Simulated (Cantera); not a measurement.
Premixed flame

A freely propagating, adiabatic, planar premixed flame of H2 : O2 : N2 : H2O = 1 : 0.893 : 3.36 : 0.35 (molar parts), equivalence ratio 0.56, unburnt at 400 K and 0.109 atm; mixture-averaged transport, grid criteria slope 0.08 and curve 0.16, no radiation.

Model: the H2/O2 subset of GRI-Mech 3.0, which has no nitrogen chemistry, integrated in Cantera. Burning velocities carry a grid error of a few per cent, more on coarse grids. Lean hydrogen flames are cellular in practice and burn faster than this planar one.

| z (mm) | T (K) | u (m/s) | x H2 | x O2 | x H2O | x H2O2 | x O | x OH |
|---|---|---|---|---|---|---|---|---|
| -17.7 | 400 | 1.42 | 0.178 | 0.159 | 0.0625 | <1e-8 | <1e-8 | <1e-8 |
| -11.8 | 400 | 1.42 | 0.178 | 0.159 | 0.0625 | <1e-8 | <1e-8 | <1e-8 |
| -8.86 | 400 | 1.42 | 0.178 | 0.159 | 0.0625 | <1e-8 | <1e-8 | <1e-8 |
| -5.91 | 400 | 1.42 | 0.178 | 0.160 | 0.0625 | 1.92e-8 | <1e-8 | <1e-8 |
| -2.95 | 426 | 1.49 | 0.165 | 0.161 | 0.0650 | 1.16e-5 | 3.17e-6 | 3.21e-5 |
| -1.48 | 639 | 2.19 | 0.131 | 0.156 | 0.0872 | 1.22e-5 | 0.000108 | 0.000429 |
| 0 | 959 | 3.21 | 0.0722 | 0.132 | 0.145 | 1.04e-6 | 0.00237 | 0.00115 |
| 1.48 | 1189 | 3.96 | 0.0264 | 0.0979 | 0.204 | 1.35e-6 | 0.00687 | 0.00362 |
| 2.95 | 1312 | 4.35 | 0.0137 | 0.0854 | 0.226 | 1.23e-6 | 0.00825 | 0.00534 |
| 5.91 | 1434 | 4.73 | 0.0102 | 0.0810 | 0.236 | 7.61e-7 | 0.00728 | 0.00662 |
| 11.8 | 1543 | 5.06 | 0.00756 | 0.0789 | 0.244 | 3.89e-7 | 0.00522 | 0.00702 |
| 23.6 | 1627 | 5.30 | 0.00459 | 0.0777 | 0.251 | 2.03e-7 | 0.00309 | 0.00631 |
| 47.3 | 1680 | 5.46 | 0.00224 | 0.0774 | 0.257 | 1.10e-7 | 0.00149 | 0.00481 |
x: mole fraction of selected species; z is measured from the peak of heat release.

The laminar burning velocity is 142 cm/s. The thermal thickness is 5.91 mm and the peak x(H2O2) comes out as 1.86e-5. The peak x(O) is 0.00827. The peak x(OH) is 0.00703 and the grid points comes out as 105.
